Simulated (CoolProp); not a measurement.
Vapour pressure (MPa) of methanol: the reference equation beside estimates from Tc = 513.4 K, pc = 8.216 MPa, ω = 0.565.

Values from CoolProp's reference Helmholtz-energy equation of state, de Reuck 1993.

| T (K) | reference | Lee-Kesler | van der Waals | Redlich-Kwong | Soave-Redlich-Kwong | Peng-Robinson |
|---|---|---|---|---|---|---|
| 390.7 | 0.5980 | 0.6092 | 2.490 | 1.401 | 0.6122 | 0.6125 |
| 399.8 | 0.7696 | 0.7858 | 2.778 | 1.663 | 0.7911 | 0.7891 |
| 408.8 | 0.9758 | 0.9969 | 3.083 | 1.955 | 1.006 | (withheld) |
| 417.9 | 1.227 | 1.252 | 3.411 | 2.283 | 1.267 | (withheld) |
| 427 | 1.526 | (withheld) | 3.762 | 2.648 | 1.576 | 1.563 |
| 436 | 1.877 | 1.907 | 4.129 | 3.046 | 1.937 | 1.918 |
| 445.1 | 2.292 | 2.322 | 4.523 | 3.487 | 2.363 | 2.339 |
| 454.1 | 2.770 | 2.798 | (withheld) | 3.964 | 2.851 | 2.821 |
| 463.2 | 3.326 | 3.352 | 5.373 | 4.488 | 3.418 | 3.383 |
| 472.3 | 3.963 | 3.989 | 5.835 | 5.057 | 4.067 | 4.029 |
| 481.3 | 4.681 | (withheld) | 6.314 | 5.665 | 4.796 | 4.757 |
| 490.4 | 5.512 | 5.545 | 6.823 | 6.326 | 5.629 | 5.593 |

### Question
What belongs in the gaps?

### Answer

- 408.8, Peng-Robinson: 1.001
- 417.9, Peng-Robinson: 1.257
- 427, Lee-Kesler: 1.555
- 454.1, van der Waals: 4.934
- 481.3, Lee-Kesler: 4.711

Absolute difference from the reference over all 12 rows, mean and median: Lee-Kesler 1.4 and 1.5 %, van der Waals 131.7 and 108.7 %, Redlich-Kwong 63.8 and 57.2 %, Soave-Redlich-Kwong 2.8 and 2.9 %, Peng-Robinson 2.1 and 2.1 %.
